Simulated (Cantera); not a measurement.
Cantera run:

```python
import numpy as np
import cantera as ct

gas_names = """
    H HNO HNO2 HNO3 HO2 H2 H2O H2O2 H2S H2SO4 N NH NH2 NH3 NH2OH NO NO2 NO3 N2 N2H2 N2H4 N2O O OH O2 O3
    S SH SN SO SO2 SO3 S2 S2O S8
""".split()
cond_names = """
    H2O(s) H2O(L) H2SO4(L) S(cr1) S(cr2) S(L)
""".split()


# ... load() reads the species with a 1 bar reference pressure and builds the phases ...
atoms = {
    'N2O': {'N': 2, 'O': 1},
    'SO2': {'S': 1, 'O': 2},
    'H2': {'H': 2},
    'O2': {'O': 2},
}
top_T = {}  # K; cautious upper limits of use, not melting points


# ... equilibrate(T, P, feed) seeds the gas with the atoms and calls Mixture.equilibrate('TP', solver="vcs", rtol=1e-11, max_steps=5000) ...
results = []
feed = {'N2O': 1, 'SO2': 0.0043, 'H2': 1, 'O2': 0.058}  # mol
T = 2275  # K
for P in [10, 84, 710, 6000, 50000, 420000, 3600000, 30000000]:
    mix = equilibrate(T, P, feed)
    results.append((T, P, feed, dict(zip(mix.species_names, mix.species_moles))))

top = {s: max(r[3][s] / sum(r[3][g] for g in gas_names) for r in results) for s in gas_names}
cols = sorted((s for s in top if top[s] > 1e-05), key=lambda s: -top[s])[:5]
seen = [c for c in cond_names if any(r[3].get(c, 0) > 1e-12 for r in results)]
print("log10 of partial pressures in bar; condensed amounts in mol")
print(f"{'P/Pa':>10s}" + "".join(f"{s[:9]:>10s}" for s in cols + seen))
for T, P, feed, n in results:
    ng = sum(n[g] for g in gas_names)
    print(f"{P:10.4g}" + "".join(f"{np.log10(max(n[s] / ng * P / 1e5, 1e-99)):10.3f}" for s in cols)
          + "".join(f"{n.get(c, 0):10.4g}" for c in seen))
```

It prints:

```
log10 of partial pressures in bar; condensed amounts in mol
      P/Pa       H2O        N2         H         O        H2
        10    -4.952    -4.467    -4.609    -4.989    -5.076
        84    -3.625    -3.452    -4.167    -4.547    -4.191
       710    -2.554    -2.487    -3.830    -4.150    -3.519
      6000    -1.573    -1.546    -3.545    -3.739    -2.947
     5e+04    -0.630    -0.621    -3.291    -3.305    -2.439
   4.2e+05     0.302     0.306    -3.051    -2.851    -1.960
   3.6e+06     1.239     1.240    -2.816    -2.386    -1.489
     3e+07     2.161     2.161    -2.585    -1.925    -1.028
```

Method: chemical equilibrium by Gibbs-energy minimisation in Cantera with the NASA 1993 tables (ideal gas, pure condensed phases). The ideal-gas law is rough above about 30 bar.
